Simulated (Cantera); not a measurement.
Adiabatic ignition

An adiabatic, constant-pressure homogeneous reactor starts with CH4 : O2 : N2 = 1 : 0.833 : 3.13 (molar parts), equivalence ratio 2.4, at 1475 K and 0.200 bar.

Computed with Cantera and GRI-Mech 3.0 (53 species, 325 reactions).

```csv
t (s),T (K),x CH4,x O2,x NO,x HO2,x N2O,x O,x C2H2
9.00e-6,1475,0.201,0.168,<1e-12,1.83e-7,<1e-12,1.85e-9,<1e-12
2.17e-5,1475,0.201,0.168,<1e-12,4.35e-7,<1e-12,2.07e-9,<1e-12
5.22e-5,1475,0.201,0.168,<1e-12,1.01e-6,1.56e-12,2.61e-9,<1e-12
0.000126,1475,0.201,0.168,<1e-12,2.20e-6,7.98e-12,4.16e-9,<1e-12
0.000303,1475,0.201,0.168,<1e-12,4.09e-6,3.83e-11,9.30e-9,4.21e-12
0.000731,1475,0.201,0.168,<1e-12,4.95e-6,1.45e-10,2.75e-8,2.80e-10
0.00176,1476,0.201,0.168,<1e-12,5.75e-6,4.16e-10,8.78e-8,2.19e-8
0.00424,1485,0.197,0.165,1.21e-12,2.13e-5,2.04e-9,3.57e-7,1.87e-6
0.0102,2301,0.000880,1.21e-6,7.34e-5,6.53e-10,1.16e-8,5.92e-6,0.00424
0.0246,2279,4.48e-8,1.68e-6,0.000258,7.36e-10,1.20e-8,9.46e-6,1.28e-7
0.0593,2268,8.08e-12,2.64e-6,0.000178,1.02e-9,3.34e-9,1.48e-5,<1e-12
0.143,2268,6.84e-12,2.74e-6,9.52e-5,1.04e-9,1.46e-9,1.53e-5,<1e-12
0.345,2268,6.59e-12,2.75e-6,5.40e-5,1.05e-9,9.45e-10,1.53e-5,<1e-12
0.830,2268,6.54e-12,2.75e-6,4.33e-5,1.05e-9,8.57e-10,1.53e-5,<1e-12
2.00,2268,6.54e-12,2.75e-6,4.28e-5,1.05e-9,8.53e-10,1.54e-5,<1e-12
```
x: mole fraction; the columns are a selection and need not sum to one.

```yaml
time_of_steepest_temperature_rise: 7.49 ms
temperature at 2.00 s: 2268 K
equilibrium_temperature: 2268 K
x(CH4) at 2.00 s: 6.54e-12 (gas-phase equilibrium 7.33e-12)
x(O2) at 2.00 s: 2.75e-6 (gas-phase equilibrium 2.75e-6)
x(NO) at 2.00 s: 4.28e-5 (gas-phase equilibrium 4.28e-5)
```
